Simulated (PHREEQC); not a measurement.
A made-up water analysis in mg/L, 35 °C, pH 7.48, pe 1.4:

| constituent | mg/L |
|---|---|
| Na | 19.9 |
| K | 8.18 |
| Ca | 6.41 |
| Mg | 0.245 |
| Cl | 6.32 |
| S(6) as SO4 | 56.6 |
| Alkalinity as HCO3 | 4.72 |
| Zn | 0.0685 |
| F | 0.11 |

Cl is adjusted to close the charge balance.
Valence states are taken as typed.

All values are PHREEQC results (ion-association model, phreeqc.dat), not measurements.

No solid was allowed to form.

**Question.** What specific conductance does the model give?

**Answer.** specific conductance 216 µS/cm.

**Question.** In which forms is C present?

**Answer.** HCO3- 94 %, CO2 6.0 % of the C.

Species that the database lacks are ignored.
